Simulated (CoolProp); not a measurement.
The fluid at 293.15 K and 0.644 MPa expands adiabatically to 0.121 MPa with isentropic efficiency 0.7. The same conditions are run with several fluids, on thermodynamics alone (safety and materials aside).

Values from CoolProp's reference Helmholtz-energy equation of state of each fluid (propylene: Lemmon 2013; nitrous oxide: Lemmon 2006; ethylene: Smukala 2000; dry air: Lemmon 2000). Blends and air are pseudo-pure fits.

Task: Rank propylene, nitrous oxide, ethylene, dry air by work (kJ/kg), highest first.

Result: ethylene (82.8), dry air (77.9), propylene (55.7), nitrous oxide (52.1)

| fluid | final temperature (K) | final density (kg/m³) |
|---|---|---|
| propylene | 244.1 | 2.60 |
| nitrous oxide | 225.3 | 2.89 |
| ethylene | 229.2 | 1.81 |
| dry air | 214.5 | 1.97 |
